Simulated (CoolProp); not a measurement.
Values from CoolProp's reference Helmholtz-energy equation of state, Schroeder 2014.

Question: Give the vapour pressure (MPa), liquid density (kg/m³), enthalpy of vaporisation (kJ/kg), vapour viscosity (µPa s) of saturated ethanol at 107.65, 118.95, 121.15 °C.

Answer: 
| T (°C) | p (MPa) | liquid density (kg/m³) | enthalpy of vaporisation (kJ/kg) | vapour viscosity (µPa s) |
|---|---|---|---|---|
| 107.65 | 0.290 | 705 | 795 | 11.2 |
| 118.95 | 0.414 | 692 | 771 | 11.6 |
| 121.15 | 0.442 | 689 | 765 | 11.6 |

Viscosity comes from a separate model (Kiselev 2005).
